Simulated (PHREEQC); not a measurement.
Dissolve 0.12 mol/kgw ZnSO4, 0.021 mol/kgw CaCl2, 0.23 mol/kgw H2SO4 and 0.0046 mol/kgw Na2SO4 at 25 °C. Closed to the air; pH follows from the charge balance.

The numbers come from PHREEQC with the ion-association model, phreeqc.dat.

```tsv
quantity	before	after
pH	0.78	1.61
ionic strength (mol/kgw)	0.552	0.0708
HSO4- (mol/kgw)	0.234	0.0165
SO4-2 (mol/kgw)	0.0537	0.0133
SI of Gypsum (CaSO4:2H2O)	-0.01	-0.90
SI of Halite (NaCl)	-5.36	-7.19
```

Problem. What was changed between the two runs?
A. H2SO4 from 0.23 to 0.023 mol/kgw
B. H2SO4 left out
C. diluted 10-fold with water

Solution. C, diluted 10-fold with water

This is a speciation only: nothing precipitates in the calculation.
